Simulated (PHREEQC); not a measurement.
Dissolve 0.15 mol/kgw Cu(NO3)2 and 0.036 mol/kgw NaCl at 25 °C. Closed to the air; pH follows from the charge balance.

The numbers come from PHREEQC with the ion-association model, wateq4f.dat.

Each row changes one thing in this solution. Precipitation was switched off in this run.

```json
[
 {"case": "as made", "pH": "4.15", "ionic strength (mol/kgw)": "0.479", "Cu2(OH)2+2 (mol/kgw)": "4.17e-5", "CuOH+ (mol/kgw)": "8.01e-6", "Cu(OH)2 (mol/kgw)": "1.38e-7", "SI of Cu2(OH)3NO3 (Cu2(OH)3NO3)": "-0.39", "SI of Tenorite (CuO)": "-0.75"},
 {"case": "NaCl left out", "pH": "4.14", "ionic strength (mol/kgw)": "0.450", "Cu2(OH)2+2 (mol/kgw)": "4.29e-5", "CuOH+ (mol/kgw)": "8.05e-6", "Cu(OH)2 (mol/kgw)": "1.37e-7", "SI of Cu2(OH)3NO3 (Cu2(OH)3NO3)": "-0.38", "SI of Tenorite (CuO)": "-0.76"},
 {"case": "NaCl from 0.036 to 0.0036 mol/kgw", "pH": "4.14", "ionic strength (mol/kgw)": "0.453", "Cu2(OH)2+2 (mol/kgw)": "4.28e-5", "CuOH+ (mol/kgw)": "8.05e-6", "Cu(OH)2 (mol/kgw)": "1.37e-7", "SI of Cu2(OH)3NO3 (Cu2(OH)3NO3)": "-0.38", "SI of Tenorite (CuO)": "-0.75"},
 {"case": "0.0017 mol/kgw NaHCO3 added", "pH": "4.70", "ionic strength (mol/kgw)": "0.478", "Cu2(OH)2+2 (mol/kgw)": "0.000503", "CuOH+ (mol/kgw)": "2.78e-5", "Cu(OH)2 (mol/kgw)": "1.69e-6", "SI of Cu2(OH)3NO3 (Cu2(OH)3NO3)": "+1.24", "SI of Tenorite (CuO)": "+0.34"},
 {"case": "0.0039 mol/kgw LiF added", "pH": "4.30", "ionic strength (mol/kgw)": "0.480", "Cu2(OH)2+2 (mol/kgw)": "7.91e-5", "CuOH+ (mol/kgw)": "1.10e-5", "Cu(OH)2 (mol/kgw)": "2.65e-7", "SI of Cu2(OH)3NO3 (Cu2(OH)3NO3)": "+0.04", "SI of Tenorite (CuO)": "-0.46"},
 {"case": "temperature from 25 to 30 °C", "pH": "4.09", "ionic strength (mol/kgw)": "0.478", "Cu2(OH)2+2 (mol/kgw)": "4.97e-5", "CuOH+ (mol/kgw)": "6.83e-6", "Cu(OH)2 (mol/kgw)": "1.02e-7", "SI of Cu2(OH)3NO3 (Cu2(OH)3NO3)": "-0.38", "SI of Tenorite (CuO)": "-0.70"},
 {"case": "NaCl replaced by CdCl2 at the same molality", "pH": "4.16", "ionic strength (mol/kgw)": "0.505", "Cu2(OH)2+2 (mol/kgw)": "4.09e-5", "CuOH+ (mol/kgw)": "8.01e-6", "Cu(OH)2 (mol/kgw)": "1.39e-7", "SI of Cu2(OH)3NO3 (Cu2(OH)3NO3)": "-0.39", "SI of Tenorite (CuO)": "-0.74"}
]
```

Some of these states are supersaturated (in Atacamite, Malachite, for instance).
